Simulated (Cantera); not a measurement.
# Thermodynamics of carbothermic reduction, feed CuO + C + CO

Charge: 1 mol CuO, 0.31 mol C, 0.98 mol CO, at 1848.15 K.

These are equilibrium values from Cantera (NASA tables, ideal gas, pure condensed phases), not measurements of a reactor. Candidate condensed phases: C, Cu, CuO, Cu₂O; 15 gas species. Rates play no part.

```csv
P (Pa),x CO₂,x CO,x Cu,x O₂,x Cu₂,n Cu(l)
10,0.297,0.265,0.436,0.00141,4.79e-5,0
52,0.301,0.263,0.436,0.000281,0.000249,0
270,0.350,0.305,0.345,5.46e-5,0.000809,0.317
1400,0.499,0.434,0.0665,1.06e-5,0.000156,0.908
7200,0.528,0.459,0.0129,2.05e-6,3.03e-5,0.983
37000,0.534,0.464,0.00252,3.99e-7,5.90e-6,0.997
190000,0.535,0.465,0.000490,7.78e-8,1.15e-6,0.999
1000000,0.535,0.465,9.31e-5,1.48e-8,2.18e-7,1.000
```
x: gas mole fraction; n: condensed amount in mol.

From 10.0 Pa to 52.0 Pa nothing is condensed. From 270 Pa to 1000000 Pa the condensed part is Cu(l). The main Cu-bearing gas is Cu throughout.
